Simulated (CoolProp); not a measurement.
A single-stage vapour-compression cycle with n-perfluorobutane: evaporating at 242.15 K (dew point), condensing at 306.15 K (bubble point), superheat 0 K, subcooling 5 K, compressor efficiency 0.75, no pressure losses. Each further row changes one setting.

The numbers come from the reference Helmholtz-energy equation of state, Gao 2022 in CoolProp.

| case | cooling COP | pressure ratio | discharge temperature (K) | refrigerating effect (kJ/kg) | volumetric capacity (kJ/m³) |
|---|---|---|---|---|---|
| as stated | 1.56 | 12.9 | 306.2 | 41.4 | 132 |
| evaporating temperature 247.15 K | 1.87 | ___ | 306.2 | 45.2 | 184 |
| condensing temperature 301.15 K | 1.87 | 11.1 | 301.2 | 47.1 | 151 |
| subcooling 10 K | 1.78 | 12.9 | 306.2 | 47.1 | 151 |
| superheat 10 K | 1.70 | 12.9 | 306.2 | ___ | 151 |
| compressor efficiency 0.65 | ___ | 12.9 | 306.2 | 41.4 | 132 |

**Question.** Some entries are withheld; supply them.

**Answer.** 
- evaporating temperature 247.15 K, pressure ratio: 9.96
- superheat 10 K, refrigerating effect (kJ/kg): 49.3
- compressor efficiency 0.65, cooling COP: 1.35

The compression ends wet for: as stated; evaporating temperature 247.15 K; condensing temperature 301.15 K; subcooling 10 K; superheat 10 K; compressor efficiency 0.65.
